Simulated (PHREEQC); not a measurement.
A solution holds 0.065 mol/kgw NH4HF2 and 1.24e-05 mol/kgw (NH4)2SiF6, at 25 °C. Closed to the air; pH follows from the charge balance.

Computed with PHREEQC (ion-association model, wateq4f.dat).

No solid was allowed to form.

Order these F species by the share of F that they hold, largest first: H2F2, F-, HF2-, HF.

F- (43 %), HF (34 %), HF2- (15 %), H2F2 (7.9 %)

The pH is 3.17 and the ionic strength 0.0658 mol/kgw. wateq4f.dat counts part of the HF as a dimer, H2F2, which phreeqc.dat doesn't know; its constant is uncertain. SiF6-2 is the database's only silicon fluoride.
